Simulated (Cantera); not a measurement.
A closed system holds: 1 mol SiC, a varied amount of H2O, 25 mol H2, held at 1925 °C and 0.00440 bar.

These are equilibrium values from Cantera (NASA tables, ideal gas, pure condensed phases), not measurements of a reactor. Candidate condensed phases: C, C6H6, C7H8, C8H18, H2O, Si, SiC, SiO2; 123 gas species. Gases not in the tables: Si2H6 and higher silanes. Kinetics and transport are ignored.

Task: Which condensed phases are stable at each of these points (n(H2O) (mol)): 0.0053, 0.0071, 0.0096, 0.013, 0.017, 0.023, 0.031, 0.042, 0.056, 0.075, 0.1, 0.13, 0.18?

Result: 
| n(H2O) (mol) | condensed phases | Si condensed (%) |
|---|---|---|
| 0.0053 | C(graphite) + SiC(s) | 71.2 |
| 0.0071 | C(graphite) + SiC(s) | 71.2 |
| 0.0096 | C(graphite) + SiC(s) | 71.2 |
| 0.013 | C(graphite) + SiC(s) | 71.2 |
| 0.017 | C(graphite) + SiC(s) | 71.2 |
| 0.023 | C(graphite) + SiC(s) | 71.1 |
| 0.031 | C(graphite) + SiC(s) | 71.1 |
| 0.042 | C(graphite) + SiC(s) | 71.1 |
| 0.056 | C(graphite) + SiC(s) | 71.0 |
| 0.075 | C(graphite) + SiC(s) | 71.0 |
| 0.1 | C(graphite) + SiC(s) | 70.9 |
| 0.13 | SiC(s) | 70.0 |
| 0.18 | SiC(s) | 67.2 |

From 0.0053 mol H2O to 0.1 mol H2O the condensed part is C(graphite) + SiC(s). From 0.13 mol H2O to 0.18 mol H2O the condensed part is SiC(s).
